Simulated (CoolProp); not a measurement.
Oxygen at 298.15 K and 0.555 MPa is throttled through a valve to 0.353 MPa with no heat exchange. Each further row changes one setting.

Values from CoolProp's reference Helmholtz-energy equation of state, Schmidt 1985.

| case | temperature change (K) | final density (kg/m³) |
|---|---|---|
| as stated | ? | ? |
| outlet pressure 0.106 MPa | ? | ? |
| outlet pressure 0.459 MPa | ? | ? |

Question: Complete the blanks.

Answer: 
- as stated, temperature change (K): -0.5
- as stated, final density (kg/m³): 4.58
- outlet pressure 0.106 MPa, temperature change (K): -1.2
- outlet pressure 0.106 MPa, final density (kg/m³): 1.37
- outlet pressure 0.459 MPa, temperature change (K): -0.3
- outlet pressure 0.459 MPa, final density (kg/m³): 5.95
